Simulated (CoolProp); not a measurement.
Saturation properties of sulfur dioxide.

Values from CoolProp's reference Helmholtz-energy equation of state, Gao 2016.

```tsv
T (°C)	p (bar)	vapour density (kg/m³)	enthalpy of vaporisation (kJ/kg)	liquid cp (kJ/(kg K))
-62.55	0.04763	0.1748	433.6	1.374
-43.85	0.1711	0.5794	418.3	1.362
-25.15	0.4907	1.550	402.7	1.358
-6.45	1.185	3.533	386.4	1.363
12.35	2.514	7.151	368.9	1.377
31.05	4.779	13.14	350.1	1.402
49.75	8.356	22.51	329.2	1.442
68.45	13.66	36.60	305.7	1.502
87.25	21.19	57.58	278.4	1.599
105.95	31.37	88.64	245.8	1.766
124.65	44.80	137.0	204.4	2.120
143.35	62.23	224.8	144.1	3.417
```

It boils at -10.0 °C under 1 atm.
